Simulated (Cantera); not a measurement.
An adiabatic, constant-volume homogeneous reactor starts with 13.3 % C2H4, 18.1 % O2, 68.4 % N2, 0.105 % CO2, equivalence ratio 2.2, at 1650 K and 500000 Pa.

Model: GRI-Mech 3.0 (53 species, 325 reactions), integrated in Cantera. GRI-Mech 3.0 was tuned for natural gas; its chemistry of ethylene as a main component is partial and can be far from experiment. Above 3000 K some thermodynamic fits are extrapolated.

Q: Predict: time of steepest temperature rise; temperature at 3.00 s; equilibrium temperature; x(O2) at 3.00 s; x(HCO) at 3.00 s; x(NO) at 3.00 s.

A: 
* **time of steepest temperature rise**: 3.73 µs
* **temperature at 3.00 s**: 3148 K
* **equilibrium temperature**: 3148 K
* **x(O2) at 3.00 s**: 8.51e-5 (gas-phase equilibrium 8.51e-5)
* **x(HCO) at 3.00 s**: 4.25e-6 (gas-phase equilibrium 4.25e-6)
* **x(NO) at 3.00 s**: 0.000958 (gas-phase equilibrium 0.000958)
